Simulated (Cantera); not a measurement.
Mixture: CH4 : O2 : N2 = 1 : 2.99 : 19.4 (molar parts), at 0.987 atm, adiabatic and at constant volume. Ignition delay is the time to a rise of 400 K.

Detailed kinetics in Cantera: GRI-Mech 3.0 (53 species, 325 reactions).

Task: What does this change do: O2 2.99 to 4.1 parts?

Result: 
```
quantity                                                before       after
--------------------------------------------------  ----------  ----------
delay at 1300 K                                        15.4 ms     9.70 ms
delay at 1400 K                                        4.49 ms     2.94 ms
delay at 1500 K                                        1.52 ms     1.06 ms
delay at 1600 K                                       0.610 ms    0.455 ms
apparent activation energy between 1550 and 1650 K  180 kJ/mol  170 kJ/mol
```

Task: What does this change do: CH4 1 to 2.3 parts?

Result: 
```csv
quantity,before,after
delay at 1300 K,15.4 ms,23.7 ms
delay at 1400 K,4.49 ms,6.69 ms
delay at 1500 K,1.52 ms,2.12 ms
delay at 1600 K,0.610 ms,0.770 ms
apparent activation energy between 1550 and 1650 K,180 kJ/mol,200 kJ/mol
```
